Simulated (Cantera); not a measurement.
A perfectly stirred reactor is fed with CH₄ : H₂ = 1 : 10 (molar parts), at 1.01 bar; it is held at 1900 K, and followed from long to short residence time.

Computed with Cantera and GRI-Mech 3.0 (53 species, 325 reactions). GRI-Mech 3.0 stops at C3 and has no aromatics, soot or wall deposition, so with more carbon than oxygen in the feed, carbon stays in small species such as C2H2 where larger ones or solid carbon would form.

Question: What does this change do: temperature 1900 to 1400 K?

Answer: 
| quantity | before | after |
|---|---|---|
| x(CH₄) at τ = 8.90 s | 0.00556 | 0.0867 |
| x(H₂) at τ = 8.90 s | 0.954 | 0.911 |
| x(C₂H₄) at τ = 8.90 s | 0.000451 | 0.000847 |
| x(C₂H₆) at τ = 8.90 s | 3.64e-7 | 1.62e-5 |
| x(C₂H₂) at τ = 8.90 s | 0.0386 | 0.00110 |
| x(CH₄) at τ = 26.0 ms | 0.0273 | 0.0908 |
| x(H₂) at τ = 26.0 ms | 0.943 | 0.909 |
| x(C₂H₄) at τ = 26.0 ms | 0.000392 | 2.38e-5 |
| x(C₂H₆) at τ = 26.0 ms | 5.64e-6 | 6.03e-6 |
| x(C₂H₂) at τ = 26.0 ms | 0.0285 | 4.90e-6 |

Question: What does this change do: CH4 1 to 0.73 parts?

Answer: 
```json
[
 {"quantity": "x(CH₄) at τ = 8.90 s", "before": "0.00556", "after": "0.00490"},
 {"quantity": "x(H₂) at τ = 8.90 s", "before": "0.954", "after": "0.965"},
 {"quantity": "x(C₂H₄) at τ = 8.90 s", "before": "0.000451", "after": "0.000344"},
 {"quantity": "x(C₂H₆) at τ = 8.90 s", "before": "3.64e-7", "after": "2.81e-7"},
 {"quantity": "x(C₂H₂) at τ = 8.90 s", "before": "0.0386", "after": "0.0292"},
 {"quantity": "x(CH₄) at τ = 26.0 ms", "before": "0.0273", "after": "0.0232"},
 {"quantity": "x(H₂) at τ = 26.0 ms", "before": "0.943", "after": "0.955"},
 {"quantity": "x(C₂H₄) at τ = 26.0 ms", "before": "0.000392", "after": "0.000284"},
 {"quantity": "x(C₂H₆) at τ = 26.0 ms", "before": "5.64e-6", "after": "4.05e-6"},
 {"quantity": "x(C₂H₂) at τ = 26.0 ms", "before": "0.0285", "after": "0.0205"}
]
```
